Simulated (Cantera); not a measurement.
# Adiabatic ignition

An adiabatic, constant-volume homogeneous reactor starts with 2.45 % CH4, 2.94 % CO, 19.9 % O2, 74.7 % N2, at 1675 K and 2.10 bar.

Computed with Cantera and GRI-Mech 3.0 (53 species, 325 reactions).

```json
[
 {"t (s)": "1.00e-6", "T (K)": "1675", "P (bar)": "2.10", "x CH4": "0.0245", "x CO": "0.0294", "x O2": "0.199", "x N2O": "2.93e-12", "x C2H4": "<1e-12", "x CH2O": "1.09e-8", "x C2H2": "<1e-12"},
 {"t (s)": "3.43e-6", "T (K)": "1675", "P (bar)": "2.10", "x CH4": "0.0245", "x CO": "0.0294", "x O2": "0.199", "x N2O": "1.63e-11", "x C2H4": "1.40e-10", "x CH2O": "1.92e-7", "x C2H2": "<1e-12"},
 {"t (s)": "1.17e-5", "T (K)": "1675", "P (bar)": "2.10", "x CH4": "0.0245", "x CO": "0.0294", "x O2": "0.199", "x N2O": "1.07e-10", "x C2H4": "1.33e-8", "x CH2O": "3.20e-6", "x C2H2": "7.35e-12"},
 {"t (s)": "4.03e-5", "T (K)": "1675", "P (bar)": "2.10", "x CH4": "0.0243", "x CO": "0.0294", "x O2": "0.199", "x N2O": "9.50e-10", "x C2H4": "1.76e-6", "x CH2O": "6.62e-5", "x C2H2": "3.55e-9"},
 {"t (s)": "0.000138", "T (K)": "2320", "P (bar)": "2.91", "x CH4": "<1e-12", "x CO": "0.0109", "x O2": "0.133", "x N2O": "1.45e-6", "x C2H4": "<1e-12", "x CH2O": "1.13e-11", "x C2H2": "<1e-12"},
 {"t (s)": "0.000473", "T (K)": "2511", "P (bar)": "3.12", "x CH4": "<1e-12", "x CO": "0.00311", "x O2": "0.135", "x N2O": "1.54e-6", "x C2H4": "<1e-12", "x CH2O": "1.72e-12", "x C2H2": "<1e-12"},
 {"t (s)": "0.00162", "T (K)": "2506", "P (bar)": "3.11", "x CH4": "<1e-12", "x CO": "0.00305", "x O2": "0.133", "x N2O": "1.54e-6", "x C2H4": "<1e-12", "x CH2O": "1.65e-12", "x C2H2": "<1e-12"},
 {"t (s)": "0.00555", "T (K)": "2493", "P (bar)": "3.09", "x CH4": "<1e-12", "x CO": "0.00289", "x O2": "0.131", "x N2O": "1.54e-6", "x C2H4": "<1e-12", "x CH2O": "1.49e-12", "x C2H2": "<1e-12"},
 {"t (s)": "0.0190", "T (K)": "2479", "P (bar)": "3.08", "x CH4": "<1e-12", "x CO": "0.00273", "x O2": "0.128", "x N2O": "1.58e-6", "x C2H4": "<1e-12", "x CH2O": "1.33e-12", "x C2H2": "<1e-12"},
 {"t (s)": "0.0652", "T (K)": "2476", "P (bar)": "3.07", "x CH4": "<1e-12", "x CO": "0.00271", "x O2": "0.127", "x N2O": "1.59e-6", "x C2H4": "<1e-12", "x CH2O": "1.31e-12", "x C2H2": "<1e-12"},
 {"t (s)": "0.224", "T (K)": "2476", "P (bar)": "3.07", "x CH4": "<1e-12", "x CO": "0.00271", "x O2": "0.127", "x N2O": "1.59e-6", "x C2H4": "<1e-12", "x CH2O": "1.31e-12", "x C2H2": "<1e-12"},
 {"t (s)": "0.766", "T (K)": "2476", "P (bar)": "3.07", "x CH4": "<1e-12", "x CO": "0.00271", "x O2": "0.127", "x N2O": "1.59e-6", "x C2H4": "<1e-12", "x CH2O": "1.31e-12", "x C2H2": "<1e-12"},
 {"t (s)": "2.63", "T (K)": "2476", "P (bar)": "3.07", "x CH4": "<1e-12", "x CO": "0.00271", "x O2": "0.127", "x N2O": "1.59e-6", "x C2H4": "<1e-12", "x CH2O": "1.31e-12", "x C2H2": "<1e-12"},
 {"t (s)": "9.00", "T (K)": "2476", "P (bar)": "3.07", "x CH4": "<1e-12", "x CO": "0.00271", "x O2": "0.127", "x N2O": "1.59e-6", "x C2H4": "<1e-12", "x CH2O": "1.31e-12", "x C2H2": "<1e-12"}
]
```
x: mole fraction; the columns are a selection and need not sum to one.

The time of steepest temperature rise is 0.105 ms. The temperature at 9.00 s is 2476 K and the equilibrium temperature is 2476 K. The x(CH4) at 9.00 s is <1e-12 (gas-phase equilibrium <1e-12), the x(CO) at 9.00 s is 0.00271 (gas-phase equilibrium 0.00271) and the x(O2) at 9.00 s is 0.127 (gas-phase equilibrium 0.127).
